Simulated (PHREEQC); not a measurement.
Dissolve 0.046 mol NH4Br per kg of water at 44 °C. Closed to the air; pH follows from the charge balance.

The numbers come from PHREEQC with the ion-association model, phreeqc.dat.

Each row changes one thing in this solution. Precipitation was switched off in this run.

| case | pH | ionic strength (mol/kgw) |
|---|---|---|
| as made | 5.10 | 0.0460 |
| diluted 100-fold with water | 6.02 | … |
| 0.052 mol/kgw NaOH added | 11.12 | 0.0522 |
| 0.0075 mol/kgw NaCl added | 5.11 | … |
| NH4Br from 0.046 to 0.0046 mol/kgw | 5.55 | 0.00460 |
| NH4Br replaced by SrBr2 at the same molality | 6.68 | 0.138 |
| NH4Br replaced by NaBr at the same molality | 6.70 | 0.0460 |

### Question
Fill in the missing entries.

### Answer

- diluted 100-fold with water, ionic strength (mol/kgw): 0.000460
- 0.0075 mol/kgw NaCl added, ionic strength (mol/kgw): 0.0535

Away from 25 °C the constants follow the database's enthalpies or fits; those with neither stay at their 25 °C values.
